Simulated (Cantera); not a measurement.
Charge: 1 mol SiO₂, 11 mol CO, 1.8 mol H₂, at 15000 Pa.

Equilibrium computed with Cantera from the NASA thermochemical tables; the gas is ideal and each condensed phase is pure. Candidate condensed phases: C, C₆H₆, C₇H₈, C₈H₁₈, H₂O, Si, SiC, SiO₂; 123 gas species. The tables hold silica as quartz up to 1696 K and as liquid above; real silica turns to tridymite and cristobalite and melts near 1996 K. The numbers say what is thermodynamically allowed, not how fast it happens.

**Question.** Which condensed phases are stable at each of these points (T (°C)): 1175, 1275, 1375, 1475, 1575, 1675, 1775, 1875, 1975, 2075, 2175, 2275?

**Answer.** 
```tsv
T (°C)	condensed phases	Si condensed (%)
1175	C(graphite) + SiO₂(β-quartz)	100.0
1275	SiO₂(β-quartz)	99.8
1375	SiO₂(β-quartz)	99.4
1475	SiO₂(condensed)	98.2
1575	SiO₂(condensed)	95.4
1675	SiO₂(condensed)	89.3
1775	SiO₂(l)	77.3
1875	SiO₂(l)	55.2
1975	SiO₂(l)	17.8
2075	gas only	0.0
2175	gas only	0.0
2275	gas only	0.0
```

At 1175 °C the condensed part is C(graphite) + SiO₂(β-quartz). From 1275 °C to 1375 °C the condensed part is SiO₂(β-quartz). From 1475 °C to 1675 °C the condensed part is SiO₂(condensed). From 1775 °C to 1975 °C the condensed part is SiO₂(l). From 2075 °C to 2275 °C nothing is condensed.
